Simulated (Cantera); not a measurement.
A closed system holds: 1 mol Si3N4, 600 mol H2, equilibrated at 1.00 bar.

These are equilibrium values from Cantera (NASA tables, ideal gas, pure condensed phases), not measurements of a reactor. Candidate condensed phases: Si, Si3N4; 18 gas species. Mutual solubility and eutectic melting of coexisting phases are not modelled. Rates play no part. All values below are at 1250 °C.

Base state: H2 1.000, N2 7.40e-5, H 2.31e-5 (mole fractions); condensed: Si(s) + Si3N4(s).

Question: What changes in the equilibrium state with this change: Si3N4 replaced by AlN?

Answer: 
| species | before | after |
|---|---|---|
| H2 | 1.000 | 1.000 |
| H | 2.31e-5 | 2.31e-5 |
| N2 | 7.40e-5 | 2.61e-7 |
| Si(s), mol | 0.0650 | 0 |
| Si3N4(s), mol | 0.978 | 0 |
| AlN(s), mol | 0 | 1.000 |
Further candidate phases: Al, AlN.
